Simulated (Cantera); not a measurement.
Charge: 1 mol CuO, 1.2 mol F2, 13 mol O2, at 798 K and 7.50 Torr.

These are equilibrium values from Cantera (NASA tables, ideal gas, pure condensed phases), not measurements of a reactor. Candidate condensed phases: Cu, CuF2, CuO, Cu2O; 13 gas species. Equilibrium is a limit: real reactors are often held back by kinetics, nucleation or transport.

Base state: O2 0.981, F2 0.0104, F 0.00823 (mole fractions); condensed: CuF2(s).

Question: What changes in the equilibrium state with this change: CuO replaced by MgO?

Answer: 
```
species        before    after
------------  -------  -------
O2              0.981    0.981
F2             0.0104   0.0104
F             0.00823  0.00823
CuF2(s), mol    1.000        0
MgF2(s), mol        0     1.00
```
Further candidate phases: Mg, MgF2, MgO.
